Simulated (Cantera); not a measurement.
Mixture: 3.91 % C2H4, 15.5 % O2, 57.9 % N2, 22.7 % H2O, equivalence ratio 0.76, at 1.48 atm, adiabatic and at constant volume. Ignition delay is the time to a rise of 400 K.

Cantera simulation using GRI-Mech 3.0 (53 species, 325 reactions); the numbers are that mechanism's predictions, not measurements. GRI-Mech 3.0 was tuned for natural gas; its chemistry of ethylene as a main component is partial and can be far from experiment.

Problem. Predict: delay at 1298 K; delay at 1373 K; delay at 1448 K; delay at 1523 K; delay at 1598 K; delay at 1673 K; apparent activation energy between 1523 and 1673 K.

Solution. 
- delay at 1298 K: 93.2 µs
- delay at 1373 K: 46.0 µs
- delay at 1448 K: 29.2 µs
- delay at 1523 K: 20.7 µs
- delay at 1598 K: 15.7 µs
- delay at 1673 K: 12.3 µs
- apparent activation energy between 1523 and 1673 K: 74 kJ/mol
